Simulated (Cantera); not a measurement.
Adiabatic ignition

An adiabatic, constant-volume homogeneous reactor starts with CH₄ : O₂ : N₂ = 1 : 1.67 : 6.27 (molar parts), at 1100 K and 1.01 bar.

Computed with Cantera and GRI-Mech 3.0 (53 species, 325 reactions).

| t (s) | T (K) | P (bar) | x CH₄ | x O₂ | x CH₃ | x C₂H₄ | x C₂H₂ | x N₂O | x O |
|---|---|---|---|---|---|---|---|---|---|
| 1.00e-6 | 1100 | 1.01 | 0.112 | 0.187 | 1.23e-10 | <1e-12 | <1e-12 | <1e-12 | <1e-12 |
| 2.68e-6 | 1100 | 1.01 | 0.112 | 0.187 | 3.32e-10 | <1e-12 | <1e-12 | <1e-12 | <1e-12 |
| 7.20e-6 | 1100 | 1.01 | 0.112 | 0.187 | 8.91e-10 | <1e-12 | <1e-12 | <1e-12 | <1e-12 |
| 1.93e-5 | 1100 | 1.01 | 0.112 | 0.187 | 2.40e-9 | <1e-12 | <1e-12 | <1e-12 | <1e-12 |
| 5.18e-5 | 1100 | 1.01 | 0.112 | 0.187 | 6.48e-9 | <1e-12 | <1e-12 | <1e-12 | <1e-12 |
| 0.000139 | 1100 | 1.01 | 0.112 | 0.187 | 1.77e-8 | <1e-12 | <1e-12 | <1e-12 | 1.67e-12 |
| 0.000373 | 1100 | 1.01 | 0.112 | 0.187 | 5.02e-8 | <1e-12 | <1e-12 | <1e-12 | 4.67e-12 |
| 0.00100 | 1100 | 1.01 | 0.112 | 0.187 | 1.58e-7 | 8.73e-12 | <1e-12 | <1e-12 | 1.52e-11 |
| 0.00268 | 1100 | 1.01 | 0.112 | 0.187 | 6.20e-7 | 3.17e-10 | <1e-12 | <1e-12 | 6.45e-11 |
| 0.00720 | 1100 | 1.01 | 0.112 | 0.187 | 1.97e-6 | 1.18e-8 | <1e-12 | 2.23e-12 | 2.09e-10 |
| 0.0193 | 1100 | 1.01 | 0.112 | 0.187 | 2.50e-6 | 1.03e-7 | 2.98e-12 | 7.83e-12 | 2.86e-10 |
| 0.0518 | 1101 | 1.01 | 0.112 | 0.187 | 3.44e-6 | 6.95e-7 | 6.97e-11 | 3.46e-11 | 5.03e-10 |
| 0.139 | 1107 | 1.02 | 0.111 | 0.186 | 7.56e-6 | 1.39e-5 | 5.44e-9 | 2.64e-10 | 2.35e-9 |
| 0.373 | 2827 | 2.77 | <1e-12 | 0.00584 | <1e-12 | <1e-12 | <1e-12 | 4.97e-7 | 0.00279 |
| 1.00 | 2827 | 2.77 | <1e-12 | 0.00584 | <1e-12 | <1e-12 | <1e-12 | 4.97e-7 | 0.00279 |
x: mole fraction; the columns are a selection and need not sum to one.

```
Property                                                             Value
---------------------------------  ---------------------------------------
time of steepest temperature rise                                  0.217 s
temperature at 1.00 s                                               2827 K
equilibrium temperature                                             2827 K
x(CH₄) at 1.00 s                     <1e-12 (gas-phase equilibrium <1e-12)
x(O₂) at 1.00 s                    0.00584 (gas-phase equilibrium 0.00584)
x(CH₃) at 1.00 s                     <1e-12 (gas-phase equilibrium <1e-12)
```
